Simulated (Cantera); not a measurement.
What does this Cantera script print?

```python
import numpy as np
import cantera as ct

gas = ct.Solution("gri30.yaml")
gas.TPX = 1200, 46000, {'CO': 1, 'H2': 0.56, 'O2': 2.44, 'N2': 9.16}
reactor = ct.IdealGasReactor(gas, energy="on", clone=False)
net = ct.ReactorNet([reactor])
net.rtol, net.atol = 1e-08, 1e-16
show = ['CO', 'H2', 'O2', 'O', 'NO', 'H2O', 'NO2']
times = np.geomspace(1e-06, 0.8, 14)

steps = ct.SolutionArray(gas, extra=["t"])
rows = []
print(f"{'t/s':>10s}{'T/K':>9s}{'P/Pa':>11s}" + "".join(f"{s:>11s}" for s in show))
for t in times:
    while net.time < t:
        t_next = net.step()
        steps.append(gas.state, t=t_next)
    rows.append([np.interp(t, steps.t, y) for y in (steps.T, steps.P, *steps(*show).X.T)])
    print(f"{t:10.3e}{rows[-1][0]:9.1f}{rows[-1][1]:11.4g}" + "".join(f"{x:11.3e}" for x in rows[-1][2:]))
rate = np.gradient(steps.T, steps.t)
print("integrator steps:", len(steps.t))
if steps.T.max() > steps.T[0] + 200:
    print(f"time of steepest temperature rise: {steps.t[rate.argmax()]:.4e} s")
gas.TPX = 1200, 46000, {'CO': 1, 'H2': 0.56, 'O2': 2.44, 'N2': 9.16}
gas.equilibrate("UV")
print(f"equilibrium (UV): T = {gas.T:.1f} K  " + "  ".join(f"{s} {gas[s].X[0]:.3e}" for s in show))
```

It prints:

```
       t/s      T/K       P/Pa         CO         H2         O2          O         NO        H2O        NO2
 1.000e-06   1200.0    4.6e+04  7.599e-02  4.255e-02  1.854e-01  3.211e-10  1.149e-21  4.961e-12  2.118e-30
 2.845e-06   1200.0    4.6e+04  7.599e-02  4.255e-02  1.854e-01  9.262e-10  1.113e-20  9.390e-11  1.000e-28
 8.094e-06   1200.0    4.6e+04  7.599e-02  4.255e-02  1.854e-01  3.010e-09  1.165e-19  1.542e-09  6.679e-27
 2.303e-05   1200.0    4.6e+04  7.599e-02  4.255e-02  1.854e-01  2.007e-08  1.925e-18  3.085e-08  8.626e-25
 6.551e-05   1200.0    4.6e+04  7.599e-02  4.255e-02  1.854e-01  1.900e-06  2.970e-15  4.094e-06  4.917e-20
 1.864e-04   1406.0  5.337e+04  5.970e-02  2.901e-03  1.516e-01  1.792e-02  1.601e-06  3.227e-02  4.907e-10
 5.303e-04   2008.9  7.377e+04  1.342e-02  1.513e-03  1.317e-01  1.238e-02  3.647e-05  3.732e-02  1.502e-08
 1.509e-03   2216.0  8.038e+04  4.566e-03  4.479e-04  1.328e-01  3.382e-03  1.379e-04  4.163e-02  9.907e-08
 4.292e-03   2261.6  8.181e+04  2.238e-03  2.229e-04  1.329e-01  1.649e-03  3.380e-04  4.282e-02  2.836e-07
 1.221e-02   2261.5   8.18e+04  2.175e-03  2.173e-04  1.327e-01  1.603e-03  8.202e-04  4.286e-02  6.905e-07
 3.474e-02   2258.6  8.169e+04  2.141e-03  2.143e-04  1.321e-01  1.572e-03  2.095e-03  4.289e-02  1.765e-06
 9.884e-02   2251.9  8.145e+04  2.066e-03  2.077e-04  1.307e-01  1.505e-03  4.957e-03  4.295e-02  4.185e-06
 2.812e-01   2242.9  8.111e+04  1.967e-03  1.990e-04  1.288e-01  1.416e-03  8.835e-03  4.304e-02  7.477e-06
 8.000e-01   2239.3  8.097e+04  1.929e-03  1.956e-04  1.280e-01  1.382e-03  1.037e-02  4.307e-02  8.783e-06
integrator steps: 1249
time of steepest temperature rise: 1.6610e-04 s
equilibrium (UV): T = 2239.2 K  CO 1.928e-03  H2 1.955e-04  O2 1.280e-01  O 1.381e-03  NO 1.041e-02  H2O 4.308e-02  NO2 8.822e-06
```

Computed with Cantera and GRI-Mech 3.0 (53 species, 325 reactions).
